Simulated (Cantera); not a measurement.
A closed system holds: 1 mol Fe2O3, 0.052 mol SO2, 0.44 mol H2O, at 975 °C and 1 atm.

Method: chemical equilibrium by Gibbs-energy minimisation in Cantera with the NASA 1993 tables (ideal gas, pure condensed phases). Candidate condensed phases: Fe, FeO, Fe(OH)2, Fe(OH)3, FeS, FeSO4, FeS2, Fe2O3, Fe2(SO4)3, Fe3O4, H2O, H2SO4, S; 22 gas species. Equilibrium is a limit: real reactors are often held back by kinetics, nucleation or transport.

Base state: H2O 0.894, SO2 0.106, SO3 3.08e-5, H2 1.80e-5 (mole fractions); condensed: Fe2O3(s).

**Question.** What changes in the equilibrium state with this change: 0.58 mol H2S added?

**Answer.** 
| species | before | after |
|---|---|---|
| H2O | 0.894 | 0.795 |
| SO2 | 0.106 | 0.159 |
| H2S | <1e-9 | 0.0199 |
| S2 | <1e-9 | 0.0145 |
| H2 | 1.80e-5 | 0.0105 |
| S2O | <1e-9 | 0.000886 |
| SH | <1e-9 | 5.99e-5 |
| Fe2O3(s), mol | 1.000 | 0 |
| FeS(s), mol | 0 | 0.373 |
| Fe3O4(s), mol | 0 | 0.542 |
Mutual solubility and eutectic melting of coexisting phases are not modelled. FeS: taken at fixed stoichiometry. Gases not in the tables: S3 to S7.
